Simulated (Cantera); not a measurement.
Iron carbonyl, mercury and lead vapours: PbO + O2 + N2

Input: 1 mol PbO, 2.7 mol O2, 0.38 mol N2, at 10.0 mbar.

Method: chemical equilibrium by Gibbs-energy minimisation in Cantera with the NASA 1993 tables (ideal gas, pure condensed phases). Candidate condensed phases: Pb, PbO, PbO2, Pb3O4; 12 gas species. Gases not in the tables: (PbO)n polymers. The numbers say what is thermodynamically allowed, not how fast it happens.

| T (K) | x O2 | x PbO | x N2 | x Pb | x NO | x O | x NO2 | n PbO(red) | n PbO(yellow) | n PbO(l) |
|---|---|---|---|---|---|---|---|---|---|---|
| 600 | 0.877 | <1e-12 | 0.123 | <1e-12 | 1.66e-8 | <1e-12 | 1.94e-8 | 1.00 | 0 | 0 |
| 700 | 0.877 | 1.66e-11 | 0.123 | <1e-12 | 2.28e-7 | <1e-12 | 5.02e-8 | 1.00 | 0 | 0 |
| 800 | 0.877 | 7.00e-9 | 0.123 | <1e-12 | 1.62e-6 | <1e-12 | 1.02e-7 | 0 | 1.00 | 0 |
| 900 | 0.877 | 7.46e-7 | 0.123 | 4.68e-11 | 7.45e-6 | 5.04e-11 | 1.79e-7 | 0 | 1.000 | 0 |
| 1000 | 0.877 | 3.05e-5 | 0.123 | 1.03e-8 | 2.53e-5 | 1.47e-9 | 2.79e-7 | 0 | 1.000 | 0 |
| 1100 | 0.876 | 0.000619 | 0.123 | 8.27e-7 | 6.87e-5 | 2.34e-8 | 4.02e-7 | 0 | 0.998 | 0 |
| 1200 | 0.871 | 0.00682 | 0.122 | 2.88e-5 | 0.000157 | 2.34e-7 | 5.42e-7 | 0 | 0 | 0.979 |
| 1300 | 0.836 | 0.0451 | 0.118 | 0.000514 | 0.000305 | 1.62e-6 | 6.63e-7 | 0 | 0 | 0.853 |
| 1400 | 0.675 | 0.224 | 0.0943 | 0.00653 | 0.000449 | 7.77e-6 | 6.01e-7 | 0 | 0 | 0.0743 |
| 1500 | 0.664 | 0.229 | 0.0921 | 0.0139 | 0.000744 | 3.30e-5 | 7.11e-7 | 0 | 0 | 0 |
| 1600 | 0.665 | 0.217 | 0.0914 | 0.0249 | 0.00117 | 0.000118 | 8.44e-7 | 0 | 0 | 0 |
x: gas mole fraction; n: condensed amount in mol.

From 600 K to 700 K the condensed part is PbO(red). From 800 K to 1100 K the condensed part is PbO(yellow). From 1200 K to 1400 K the condensed part is PbO(l). From 1500 K to 1600 K nothing is condensed.
